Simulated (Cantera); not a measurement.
A Cantera script and what it prints.

```python
import numpy as np
import cantera as ct

gas_names = [...]  # 95 gases of nasa_gas.yaml made of C, F, H
cond_names = """
    C(gr) C6H6(L) C7H8(L) C8H18(L),n-octa
""".split()


# ... load() reads the species with a 1 bar reference pressure and builds the phases ...
atoms = {
    'CHF3': {'C': 1, 'H': 1, 'F': 3},
    'CH4': {'C': 1, 'H': 4},
    'H2': {'H': 2},
}
top_T = {'C(gr)': 4500}  # K; cautious upper limits of use, not melting points


# ... equilibrate(T, P, feed) seeds the gas with the atoms and calls Mixture.equilibrate('TP', solver="vcs", rtol=1e-11, max_steps=5000) ...
results = []
feed = {'CHF3': 1, 'CH4': 0.075, 'H2': 20}  # mol
T = 1923.15  # K
P = 13332.2  # Pa
mix = equilibrate(T, P, feed)
results.append((T, P, feed, dict(zip(mix.species_names, mix.species_moles))))
x = sorted(zip(gas.X, gas.species_names), reverse=True)
print(f"T = {T:g} K  P = {P:g} Pa  gas = {mix.phase_moles(0):.4g} mol")
print("   x: " + "  ".join(f"{s} {v:.3e}" for v, s in x if v > 0.001))
print("   condensed (mol): " + ("  ".join(f"{mix.phase(i).name} {mix.phase_moles(i):.4g}"
      for i in range(1, mix.n_phases) if mix.phase_moles(i) > 1e-12) or "none"))
```

It prints:

```
T = 1923.15 K  P = 13332.2 Pa  gas = 22.18 mol
   x: H2 8.619e-01  HF 1.353e-01  H 2.398e-03
   condensed (mol): C(gr) 1.056
```

Equilibrium computed with Cantera from the NASA thermochemical tables; the gas is ideal and each condensed phase is pure.
